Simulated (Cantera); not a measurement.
What does this Cantera script print?

```python
import numpy as np
import cantera as ct

gas = ct.Solution("gri30.yaml")
gas.TPX = 1900, 42000, {'NO': 1, 'N2': 5}
reactor = ct.IdealGasConstPressureReactor(gas, energy="off", clone=False)
net = ct.ReactorNet([reactor])
net.rtol, net.atol = 1e-08, 1e-18
show = ['NO', 'NO2', 'N2O', 'O', 'N2', 'O2']
times = np.geomspace(4e-05, 20, 13)

steps = ct.SolutionArray(gas, extra=["t"])
rows = []
print(f"{'t/s':>10s}{'T/K':>9s}{'P/Pa':>11s}" + "".join(f"{s:>11s}" for s in show))
for t in times:
    while net.time < t:
        t_next = net.step()
        steps.append(gas.state, t=t_next)
    rows.append([np.interp(t, steps.t, y) for y in (steps.T, steps.P, *steps(*show).X.T)])
    print(f"{t:10.3e}{rows[-1][0]:9.1f}{rows[-1][1]:11.4g}" + "".join(f"{x:11.3e}" for x in rows[-1][2:]))
rate = np.gradient(steps.T, steps.t)
print("integrator steps:", len(steps.t))
if steps.T.max() > steps.T[0] + 200:
    print(f"time of steepest temperature rise: {steps.t[rate.argmax()]:.4e} s")
gas.TPX = 1900, 42000, {'NO': 1, 'N2': 5}
gas.equilibrate("TP")
print(f"equilibrium (TP): T = {gas.T:.1f} K  " + "  ".join(f"{s} {gas[s].X[0]:.3e}" for s in show))
```

Output:

```
       t/s      T/K       P/Pa         NO        NO2        N2O          O         N2         O2
 4.000e-05   1900.0    4.2e+04  1.667e-01  1.404e-08  2.499e-07  2.409e-07  8.333e-01  3.129e-10
 1.194e-04   1900.0    4.2e+04  1.667e-01  1.098e-07  7.311e-07  6.660e-07  8.333e-01  2.664e-09
 3.564e-04   1900.0    4.2e+04  1.667e-01  7.074e-07  2.057e-06  1.730e-06  8.333e-01  2.243e-08
 1.064e-03   1900.0    4.2e+04  1.666e-01  3.399e-06  5.183e-06  4.722e-06  8.333e-01  2.243e-07
 3.175e-03   1900.0    4.2e+04  1.666e-01  1.238e-05  9.904e-06  1.374e-05  8.333e-01  3.411e-06
 9.476e-03   1900.0    4.2e+04  1.665e-01  2.262e-05  1.213e-05  2.372e-05  8.334e-01  3.990e-05
 2.828e-02   1900.0    4.2e+04  1.662e-01  2.388e-05  1.216e-05  2.497e-05  8.335e-01  1.854e-04
 8.442e-02   1900.0    4.2e+04  1.653e-01  2.565e-05  1.201e-05  2.678e-05  8.340e-01  6.233e-04
 2.520e-01   1900.0    4.2e+04  1.627e-01  3.020e-05  1.160e-05  3.160e-05  8.353e-01  1.940e-03
 7.521e-01   1900.0    4.2e+04  1.547e-01  3.975e-05  1.042e-05  4.284e-05  8.393e-01  5.892e-03
 2.245e+00   1900.0    4.2e+04  1.322e-01  5.239e-05  7.525e-06  6.474e-05  8.505e-01  1.714e-02
 6.701e+00   1900.0    4.2e+04  8.183e-02  4.934e-05  2.896e-06  9.705e-05  8.757e-01  4.232e-02
 2.000e+01   1900.0    4.2e+04  2.389e-02  1.856e-05  3.703e-07  1.241e-04  9.047e-01  7.130e-02
integrator steps: 788
equilibrium (TP): T = 1900.0 K  NO 3.860e-03  NO2 3.200e-06  N2O 1.530e-07  O 1.321e-04  N2 9.147e-01  O2 8.133e-02
```

Model: GRI-Mech 3.0 (53 species, 325 reactions), integrated in Cantera.
